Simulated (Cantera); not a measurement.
Feed: 1 mol V₂O₃, 1.6 mol H₂, 0.69 mol H₂O, held at 1402 °C and 0.100 bar.

Cantera equilibrium calculation (NASA polynomials, part measured and part estimated; ideal gas, pure solids and liquids). Candidate condensed phases: H₂O, V, VO, V₂O₃, V₂O₄, V₂O₅; 12 gas species. Condensed phases not in the tables: the oxides between V₂O₃ and V₂O₅ other than VO₂. The numbers say what is thermodynamically allowed, not how fast it happens.

Task: What is the equilibrium state?

Result: 
- x(H₂) = 0.698
- x(H₂O) = 0.301
- x(H) = 0.000307
- x(OH) = 6.40e-6
- x(VO₂) = 2.21e-6
- n(V₂O₃(s)) = 1.000 mol
- gas amount = 2.290 mol
- log10 activity of V(s) (absent) = -4.77
- log10 activity of V₂O₅(l) (absent) = -7.15
